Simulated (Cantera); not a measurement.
Silicon etching in halogen gases: Si + Br₂ + N₂

Input: 1 mol Si, 8.4 mol Br₂, 0.27 mol N₂, at 0.100 bar.

Method: chemical equilibrium by Gibbs-energy minimisation in Cantera with the NASA 1993 tables (ideal gas, pure condensed phases). Candidate condensed phases: Br₂, Si, Si₃N₄; 13 gas species. The tables' values for SiBr₃ are old estimates; treat these amounts as uncertain. The numbers say what is thermodynamically allowed, not how fast it happens.

From 177 °C to 1377 °C nothing is condensed. The main Si-bearing gas is SiBr₄ throughout.

```json
[
 {"T (°C)": "177", "log p Br₂": "-1.08", "log p Br": "-8.99", "log p SiBr₄": "-1.88", "log p N₂": "-2.45", "log p SiBr₃": "<-13", "log p SiBr₂": "<-13"},
 {"T (°C)": "327", "log p Br₂": "-1.08", "log p Br": "-6.18", "log p SiBr₄": "-1.88", "log p N₂": "-2.45", "log p SiBr₃": "<-13", "log p SiBr₂": "<-13"},
 {"T (°C)": "477", "log p Br₂": "-1.08", "log p Br": "-4.48", "log p SiBr₄": "-1.88", "log p N₂": "-2.45", "log p SiBr₃": "-12.42", "log p SiBr₂": "<-13"},
 {"T (°C)": "627", "log p Br₂": "-1.08", "log p Br": "-3.35", "log p SiBr₄": "-1.89", "log p N₂": "-2.45", "log p SiBr₃": "-9.79", "log p SiBr₂": "<-13"},
 {"T (°C)": "777", "log p Br₂": "-1.09", "log p Br": "-2.54", "log p SiBr₄": "-1.89", "log p N₂": "-2.46", "log p SiBr₃": "-7.92", "log p SiBr₂": "-11.72"},
 {"T (°C)": "927", "log p Br₂": "-1.14", "log p Br": "-1.95", "log p SiBr₄": "-1.91", "log p N₂": "-2.48", "log p SiBr₃": "-6.52", "log p SiBr₂": "-9.30"},
 {"T (°C)": "1077", "log p Br₂": "-1.25", "log p Br": "-1.53", "log p SiBr₄": "-1.95", "log p N₂": "-2.52", "log p SiBr₃": "-5.43", "log p SiBr₂": "-7.38"},
 {"T (°C)": "1227", "log p Br₂": "-1.48", "log p Br": "-1.26", "log p SiBr₄": "-2.02", "log p N₂": "-2.59", "log p SiBr₃": "-4.52", "log p SiBr₂": "-5.74"},
 {"T (°C)": "1377", "log p Br₂": "-1.83", "log p Br": "-1.13", "log p SiBr₄": "-2.10", "log p N₂": "-2.66", "log p SiBr₃": "-3.72", "log p SiBr₂": "-4.26"}
]
```
log p: log10 of the partial pressure in bar; nothing condenses.
